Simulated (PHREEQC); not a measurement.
Consider water at 75 °C with 0.0002 mol/kgw CaSO4, 0.01 mol/kgw CO2 and 0.00064 mol/kgw NaCl. Closed to the air; pH follows from the charge balance.

Computed with PHREEQC (ion-association model, phreeqc.dat).

**Question.** The ionic strength comes out as 0.00148 mol/kgw. What activity coefficients do H+, SO4-2, Cl-, Ca+2, HCO3- get?

**Answer.** H+ 0.96, SO4-2 0.83, Cl- 0.95, Ca+2 0.83, HCO3- 0.95.

No solid was allowed to form. Species that the database lacks are ignored. Constants without temperature data keep their 25 °C values here.
